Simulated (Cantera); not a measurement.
What does this Cantera script print?

```python
import numpy as np
import cantera as ct

gas_names = """
    C CH CH2 CH3 CH2OH CH3O CH4 CH3OH CO CO2 COOH C2 C2H CHCO,ketyl C2H2,acetylene C2H2,vinylidene
    CH2CO,ketene C2H3,vinyl CH3CO,acetyl C2H4 C2H4O,ethylen CH3CHO,ethanal CH3COOH (HCOOH)2 C2H5 C2H6
    CH3OCH3 C2H5OH C2O C3 C3H3,propargyl C3H4,allene C3H4,propyne C3H4,cyclo- C3H5,allyl C3H6,propylene
    C3H6,cyclo- C3H6O C3H7,n-propyl C3H7,i-propyl C3H8 C3H8O,1propanol C3H8O,2propanol C3O2 C4 C4H2
    C4H4,1,3-cyclo- C4H6,butadiene C4H6,2-butyne C4H6,cyclo- C4H8,1-butene C4H8,cis2-buten
    C4H8,tr2-butene C4H8,isobutene C4H8,cyclo- (CH3COOH)2 C4H9,n-butyl C4H9,i-butyl C4H9,s-butyl
    C4H9,t-butyl C4H10,isobutane C4H10,n-butane C5 C5H6,1,3cyclo- C5H8,cyclo- C5H10,1-pentene
    C5H10,cyclo- C5H11,pentyl C5H11,t-pentyl C5H12,n-pentane C5H12,i-pentane CH3C(CH3)2CH3 C6H2
    C6H5,phenyl C6H5O,phenoxy C6H6 C6H5OH,phenol C6H10,cyclo- C6H12,1-hexene C6H12,cyclo- C6H13,n-hexyl
    C7H7,benzyl C7H8 C7H8O,cresol C7H14,1-heptene C7H15,n-heptyl C7H16,n-heptane C8H8,styrene
    C8H10,ethylbenz C8H16,1-octene C8H17,n-octyl C8H18,isooctane C8H18,n-octane C9H19,n-nonyl
    C10H8,naphthale C10H21,n-decyl C12H9,o-bipheny C12H10,bipheny Ca CaO CaOH CaO2H2 Ca2 H HCO HO2 H2
    HCHO,formaldehy HCOOH H2O H2O2 O OH O2 O3
""".split()
cond_names = """
    C(gr) C6H6(L) C7H8(L) C8H18(L),n-octa Ca(a) Ca(b) Ca(L) CaCO3(caL) CaO(s) CaO(L) CaO2H2(s) H2O(s)
    H2O(L)
""".split()


def load(file, names, dense=False):
    # The tables refer to 1 bar. Condensed volumes are neglected.
    table = {s.name: s for s in ct.Species.list_from_file(file)}
    out = []
    for n in names:
        d = dict(table[n].input_data)
        d["thermo"] = dict(d["thermo"], **{"reference-pressure": 1e5})
        if dense:
            d["equation-of-state"] = {"model": "constant-volume", "density": "1e6 g/cm^3"}
        out.append(ct.Species.from_dict(d))
    return out


gas = ct.Solution(thermo="ideal-gas", species=load("nasa_gas.yaml", gas_names))
cond = {s.name: ct.Solution(thermo="fixed-stoichiometry", species=[s], name=s.name)
        for s in load("nasa_condensed.yaml", cond_names, dense=True)}
atoms = {
    'Ca(OH)2': {'Ca': 1, 'O': 2, 'H': 2},
    'H2': {'H': 2},
    'CO2': {'C': 1, 'O': 2},
    'H2O': {'H': 2, 'O': 1},
}
top_T = {'C(gr)': 4500}  # K; cautious upper limits of use, not melting points


def equilibrate(T, P, feed):
    n = {}
    for name, mol in feed.items():
        for a, k in atoms[name].items():
            n[a] = n.get(a, 0.0) + k * mol
    gas.TPX = T, P, n
    mass = sum(n.values()) * gas.mean_molecular_weight
    gas.equilibrate("TP")
    valid = [c for c in cond.values() if c.min_temp <= T <= top_T.get(c.name, c.max_temp)]
    mix = ct.Mixture([(gas, mass / gas.mean_molecular_weight)] + [(c, 0.0) for c in valid])
    mix.T, mix.P = T, P
    mix.equilibrate("TP", solver="vcs", rtol=1e-11, max_steps=5000)
    return mix


results = []
feed = {'Ca(OH)2': 1, 'H2': 0.1, 'CO2': 1.1, 'H2O': 0.73}  # mol
T = 575  # K
P = 23000  # Pa
mix = equilibrate(T, P, feed)
results.append((T, P, feed, dict(zip(mix.species_names, mix.species_moles))))
print(gas.report(threshold=0.001))
for i in range(1, mix.n_phases):
    print(f"{mix.phase(i).name:16s} {mix.phase_moles(i):12.5e} mol")
```

It prints:

```
       temperature   575 K
          pressure   23000 Pa
           density   0.089662 kg/m^3
  mean mol. weight   18.637 kg/kmol
   phase of matter   gas

                          1 kg             1 kmol
                     ---------------   ---------------
          enthalpy       -1.2304e+07       -2.2931e+08  J
   internal energy        -1.256e+07       -2.3409e+08  J
           entropy             12120        2.2588e+05  J/K
    Gibbs function       -1.9272e+07       -3.5919e+08  J
 heat capacity c_p            1949.1             36326  J/K
 heat capacity c_v              1503             28012  J/K

                      mass frac. Y      mole frac. X     chem. pot. / RT
                     ---------------   ---------------   ---------------
               CH4         0.0024243         0.0028164           -46.198
               CO2           0.11626          0.049233           -113.35
                H2         0.0044116          0.040784           -21.001
               H2O           0.87682           0.90711           -75.581
     [ +111 minor]        8.3763e-05        5.5734e-05

C(gr)             0.00000e+00 mol
Ca(a)             0.00000e+00 mol
CaCO3(caL)        1.00000e+00 mol
CaO(s)            0.00000e+00 mol
CaO2H2(s)         0.00000e+00 mol
H2O(L)            0.00000e+00 mol
```

These are equilibrium values from Cantera (NASA tables, ideal gas, pure condensed phases), not measurements of a reactor.
